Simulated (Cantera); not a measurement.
## Equilibrium for calcination and drying: LiOH + O2 + H2

A closed system holds: 1 mol LiOH, 3 mol O2, 0.6 mol H2, equilibrated at 260000 Pa.

Equilibrium computed with Cantera from the NASA thermochemical tables; the gas is ideal and each condensed phase is pure. Candidate condensed phases: H2O, Li, LiH, LiOH, Li2O; 17 gas species. Mutual solubility and eutectic melting of coexisting phases are not modelled. Condensed phases not in the tables: the peroxide. Rates play no part.

```
T (K)  log p O2  log p H2O  log p LiOH  log p OH  log p Li2O  log p O  log p Li2(OH)2  log p LiO  n LiOH(l)  n Li2O(s)  n Li2O(l)
-----  --------  ---------  ----------  --------  ----------  -------  --------------  ---------  ---------  ---------  ---------
948        0.33      -0.33       -5.66     -6.82        <-11   -10.36           -6.19       <-11      1.000          0          0
1048       0.33      -0.33       -4.53     -5.96        <-11    -9.03           -5.23       <-11      1.000          0          0
1148       0.33      -0.33       -3.61     -5.26      -10.10    -7.94           -4.47     -10.25      1.000          0          0
1248       0.28      -0.15       -2.84     -4.59       -8.56    -7.04           -3.85      -8.88      0.175      0.411          0
1348       0.27      -0.13       -2.27     -4.07       -7.28    -6.26           -3.48      -7.73          0      0.496          0
1448       0.27      -0.13       -1.80     -3.64       -6.19    -5.58           -3.19      -6.74          0      0.487          0
1548       0.26      -0.14       -1.39     -3.27       -5.25    -4.99           -2.95      -5.89          0      0.468          0
1648       0.26      -0.16       -1.04     -2.94       -4.43    -4.47           -2.76      -5.14          0      0.430          0
1748       0.25      -0.20       -0.75     -2.67       -3.71    -4.01           -2.61      -4.48          0      0.360          0
1848       0.24      -0.26       -0.50     -2.44       -3.08    -3.60           -2.52      -3.90          0          0      0.250
1948       0.23      -0.35       -0.34     -2.25       -2.60    -3.24           -2.55      -3.42          0          0      0.124
2048       0.21      -0.44       -0.23     -2.08       -2.23    -2.91           -2.65      -3.03          0          0          0
2148       0.21      -0.44       -0.23     -1.89       -2.18    -2.61           -2.94      -2.80          0          0          0
2248       0.21      -0.44       -0.24     -1.72       -2.13    -2.33           -3.21      -2.60          0          0          0
```
log p: log10 of the partial pressure in bar; n: condensed amount in mol.

From 948 K to 1148 K the condensed part is LiOH(l). At 1248 K the condensed part is LiOH(l) + Li2O(s). From 1348 K to 1748 K the condensed part is Li2O(s). From 1848 K to 1948 K the condensed part is Li2O(l). From 2048 K to 2248 K nothing is condensed. The main Li-bearing gas is LiOH throughout.
